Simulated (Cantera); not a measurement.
# Gas-phase reforming

An isothermal, constant-pressure homogeneous reactor starts with 21.7 % CH4, 78.3 % H2O, at 1450 K and 1000000 Pa.

Model: GRI-Mech 3.0 (53 species, 325 reactions), integrated in Cantera.

| t (s) | x CH4 | x H2O | x CH2CO | x CH3 | x HO2 | x HCO | x CH2 |
|---|---|---|---|---|---|---|---|
| 0.000700 | 0.217 | 0.783 | 1.98e-11 | 2.47e-5 | <1e-12 | 1.55e-12 | 8.15e-11 |
| 0.00224 | 0.216 | 0.782 | 1.80e-9 | 3.08e-5 | <1e-12 | 1.09e-11 | 1.30e-10 |
| 0.00719 | 0.213 | 0.781 | 1.30e-7 | 3.55e-5 | <1e-12 | 3.89e-11 | 1.81e-10 |
| 0.0230 | 0.204 | 0.776 | 2.81e-6 | 3.30e-5 | <1e-12 | 4.32e-11 | 2.17e-10 |
| 0.0738 | 0.179 | 0.760 | 1.19e-5 | 2.68e-5 | <1e-12 | 4.56e-11 | 3.56e-10 |
| 0.237 | 0.137 | 0.729 | 1.97e-5 | 2.05e-5 | <1e-12 | 8.64e-11 | 4.90e-10 |
| 0.758 | 0.115 | 0.688 | 1.62e-5 | 1.84e-5 | <1e-12 | 2.33e-10 | 4.17e-10 |
| 2.43 | 0.118 | 0.633 | 6.01e-6 | 1.63e-5 | <1e-12 | 4.94e-10 | 1.89e-10 |
| 7.79 | 0.104 | 0.566 | 1.59e-6 | 1.24e-5 | <1e-12 | 1.08e-9 | 7.64e-11 |
| 25.0 | 0.0747 | 0.496 | 4.09e-7 | 7.82e-6 | <1e-12 | 2.03e-9 | 3.25e-11 |
| 80.0 | 0.0394 | 0.428 | 1.25e-7 | 3.72e-6 | <1e-12 | 3.26e-9 | 1.27e-11 |
x: mole fraction; the columns are a selection and need not sum to one.

Equilibrium at this temperature and pressure: CH4 3.06e-5, H2O 0.358, CH2CO 8.98e-11, CH3 2.65e-9, HO2 <1e-12, HCO 4.84e-9, CH2 <1e-12 (gas phase only).
